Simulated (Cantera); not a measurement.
A freely propagating, adiabatic, planar premixed flame of 11.1 % CH4, 14.7 % O2, 55.4 % N2, 18.8 % H2O, equivalence ratio 1.5, unburnt at 700 K and 10.0 bar; mixture-averaged transport, grid criteria slope 0.08 and curve 0.16, no radiation.

Computed with Cantera and GRI-Mech 3.0 (53 species, 325 reactions). Burning velocities carry a grid error of a few per cent, more on coarse grids.

### Question
Predict: laminar burning velocity; thermal thickness; peak x(OH); peak x(H2O2); peak x(C2H6).

### Answer
* **laminar burning velocity**: 18.0 cm/s
* **thermal thickness**: 0.219 mm
* **peak x(OH)**: 8.57e-5
* **peak x(H2O2)**: 7.47e-5
* **peak x(C2H6)**: 0.000932
